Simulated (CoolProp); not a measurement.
Saturated liquid density (kg/m³) of C3F8 (R218): the reference equation beside estimates from Tc = 71.9 °C, pc = 26.40 bar, ω = 0.317. Rackett uses Z = 0.29056 − 0.08775 ω.

The numbers come from the reference Helmholtz-energy equation of state, Lemmon 2006 in CoolProp. It is a short technical equation, of lower accuracy than the large ones.

```json
[
 {"T (°C)": "-39.65", "reference": "1623", "Rackett": "1734", "van der Waals": "1007", "Redlich-Kwong": "1467", "Soave-Redlich-Kwong": "1538", "Peng-Robinson": "1740"},
 {"T (°C)": "-31.45", "reference": "1590", "Rackett": "1698", "van der Waals": "987.3", "Redlich-Kwong": "1431", "Soave-Redlich-Kwong": "1505", "Peng-Robinson": "1704"},
 {"T (°C)": "-23.25", "reference": "1557", "Rackett": "1661", "van der Waals": "966.3", "Redlich-Kwong": "1394", "Soave-Redlich-Kwong": "1470", "Peng-Robinson": "1665"},
 {"T (°C)": "-15.05", "reference": "1522", "Rackett": "1622", "van der Waals": "944.3", "Redlich-Kwong": "1354", "Soave-Redlich-Kwong": "1432", "Peng-Robinson": "1623"},
 {"T (°C)": "-6.85", "reference": "1486", "Rackett": "1582", "van der Waals": "921.1", "Redlich-Kwong": "1313", "Soave-Redlich-Kwong": "1391", "Peng-Robinson": "1578"},
 {"T (°C)": "1.35", "reference": "1448", "Rackett": "1540", "van der Waals": "896.6", "Redlich-Kwong": "1269", "Soave-Redlich-Kwong": "1347", "Peng-Robinson": "1528"},
 {"T (°C)": "9.45", "reference": "1408", "Rackett": "1496", "van der Waals": "870.8", "Redlich-Kwong": "1222", "Soave-Redlich-Kwong": "1300", "Peng-Robinson": "1475"},
 {"T (°C)": "17.65", "reference": "1365", "Rackett": "1448", "van der Waals": "842.8", "Redlich-Kwong": "1172", "Soave-Redlich-Kwong": "1248", "Peng-Robinson": "1416"},
 {"T (°C)": "25.85", "reference": "1318", "Rackett": "1397", "van der Waals": "812.5", "Redlich-Kwong": "1117", "Soave-Redlich-Kwong": "1190", "Peng-Robinson": "1351"},
 {"T (°C)": "34.05", "reference": "1267", "Rackett": "1341", "van der Waals": "779.2", "Redlich-Kwong": "1058", "Soave-Redlich-Kwong": "1127", "Peng-Robinson": "1278"},
 {"T (°C)": "42.25", "reference": "1209", "Rackett": "1278", "van der Waals": "742.1", "Redlich-Kwong": "991.5", "Soave-Redlich-Kwong": "1055", "Peng-Robinson": "1194"},
 {"T (°C)": "50.45", "reference": "1140", "Rackett": "1205", "van der Waals": "699.4", "Redlich-Kwong": "916.0", "Soave-Redlich-Kwong": "971.6", "Peng-Robinson": "1096"},
 {"T (°C)": "58.65", "reference": "1054", "Rackett": "1115", "van der Waals": "647.5", "Redlich-Kwong": "825.6", "Soave-Redlich-Kwong": "870.1", "Peng-Robinson": "976.7"}
]
```

Absolute difference from the reference over all 13 rows, mean and median: Rackett 6.2 and 6.2 %, van der Waals 38.2 and 38.2 %, Redlich-Kwong 14.1 and 13.2 %, Soave-Redlich-Kwong 9.0 and 7.7 %, Peng-Robinson 4.9 and 5.5 %.
